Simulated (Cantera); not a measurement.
# Pb + H2S + N2 + NH3 (metals in furnace atmospheres)

Feed: 1 mol Pb, 0.021 mol H2S, 5.9 mol N2, 1.7 mol NH3, equilibrated at 1 atm.

Method: chemical equilibrium by Gibbs-energy minimisation in Cantera with the NASA 1993 tables (ideal gas, pure condensed phases). Candidate condensed phases: Pb, PbS, S; 18 gas species. Kinetics and transport are ignored.

```json
[
 {"T (°C)": "1225", "x N2": "0.706", "x H2": "0.268", "x Pb": "0.0238", "x PbS": "0.00187", "x H2S": "0.000321", "n Pb(l)": "0.755"},
 {"T (°C)": "1250", "x N2": "0.701", "x H2": "0.267", "x Pb": "0.0302", "x PbS": "0.00191", "x H2S": "0.000270", "n Pb(l)": "0.691"},
 {"T (°C)": "1275", "x N2": "0.695", "x H2": "0.265", "x Pb": "0.0379", "x PbS": "0.00193", "x H2S": "0.000227", "n Pb(l)": "0.612"},
 {"T (°C)": "1300", "x N2": "0.688", "x H2": "0.262", "x Pb": "0.0474", "x PbS": "0.00195", "x H2S": "0.000190", "n Pb(l)": "0.516"},
 {"T (°C)": "1325", "x N2": "0.680", "x H2": "0.259", "x Pb": "0.0588", "x PbS": "0.00195", "x H2S": "0.000159", "n Pb(l)": "0.396"},
 {"T (°C)": "1350", "x N2": "0.670", "x H2": "0.255", "x Pb": "0.0724", "x PbS": "0.00195", "x H2S": "0.000133", "n Pb(l)": "0.250"},
 {"T (°C)": "1375", "x N2": "0.659", "x H2": "0.251", "x Pb": "0.0886", "x PbS": "0.00193", "x H2S": "0.000111", "n Pb(l)": "0.0701"},
 {"T (°C)": "1400", "x N2": "0.654", "x H2": "0.249", "x Pb": "0.0948", "x PbS": "0.00192", "x H2S": "0.000107", "n Pb(l)": "0"},
 {"T (°C)": "1425", "x N2": "0.654", "x H2": "0.249", "x Pb": "0.0948", "x PbS": "0.00192", "x H2S": "0.000111", "n Pb(l)": "0"}
]
```
x: gas mole fraction; n: condensed amount in mol.

From 1225 °C to 1375 °C the condensed part is Pb(l). From 1400 °C to 1425 °C nothing is condensed. The main Pb-bearing gas is Pb throughout.
